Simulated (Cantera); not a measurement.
A perfectly stirred reactor is fed with H₂ : O₂ : N₂ : H₂O = 1 : 0.4 : 1.98 : 0.22 (molar parts), equivalence ratio 1.2, at 0.890 bar; it is adiabatic with a 600 K inlet, and is followed from long to short residence time, starting on the burning branch (τ in s: 0.021, 0.01, 0.0051, 0.0025, 0.0012, 0.0006, 0.00029, 0.00014, 7e-05, 3.4e-05, 1.7e-05, 8.2e-06).

Model: the H2/O2 subset of GRI-Mech 3.0, which has no nitrogen chemistry, integrated in Cantera.

Predict: blow-out, bracketed by the residence times tried; x(H₂) at τ = 21.0 ms; x(O₂) at τ = 21.0 ms; x(H₂O) at τ = 21.0 ms; x(HO₂) at τ = 21.0 ms; x(O) at τ = 21.0 ms; x(H₂) at τ = 0.290 ms; x(O₂) at τ = 0.290 ms; x(H₂O) at τ = 0.290 ms; x(HO₂) at τ = 0.290 ms; x(O) at τ = 0.290 ms.


- blow-out, bracketed by the residence times tried = burning at 17.0 µs, out at 8.20 µs
- x(H₂) at τ = 21.0 ms = 0.0625
- x(O₂) at τ = 21.0 ms = 0.000509
- x(H₂O) at τ = 21.0 ms = 0.312
- x(HO₂) at τ = 21.0 ms = 2.86e-7
- x(O) at τ = 21.0 ms = 0.000202
- x(H₂) at τ = 0.290 ms = 0.0683
- x(O₂) at τ = 0.290 ms = 0.00774
- x(H₂O) at τ = 0.290 ms = 0.280
- x(HO₂) at τ = 0.290 ms = 5.11e-6
- x(O) at τ = 0.290 ms = 0.00357
